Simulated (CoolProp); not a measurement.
Vapour-liquid equilibrium of m-xylene (1) + n-decane (2) at 0.428 bar; x and y are mole fractions of (1).

Computed with CoolProp (multi-fluid Helmholtz-energy mixture model, Zhou 2012 and Lemmon 2006; pair parameters Bell 2016).

| x | bubble temperature (K) | y at the bubble point | dew temperature at overall composition x (K) | liquid density (mol/L) |
|---|---|---|---|---|
| 0.05 | 413.3 | 0.127 | 415.1 | 4.544 |
| 0.15 | 408.3 | 0.329 | 412.8 | 4.764 |
| 0.25 | 404.0 | 0.480 | 410.3 | 4.995 |
| 0.35 | 400.2 | 0.598 | 407.7 | 5.241 |
| 0.45 | 396.8 | 0.693 | 404.9 | 5.504 |
| 0.55 | 393.8 | 0.772 | 401.8 | 5.787 |
| 0.65 | 391.0 | 0.837 | 398.4 | 6.091 |
| 0.75 | 388.5 | 0.893 | 394.7 | 6.422 |
| 0.85 | 386.1 | 0.941 | 390.5 | 6.781 |
| 0.95 | 383.8 | 0.982 | 385.6 | 7.173 |

No azeotrope shows between x = 0.05 and 0.95.

Pair parameters are fitted to limited data, so mixtures are less certain than the pure fluids.
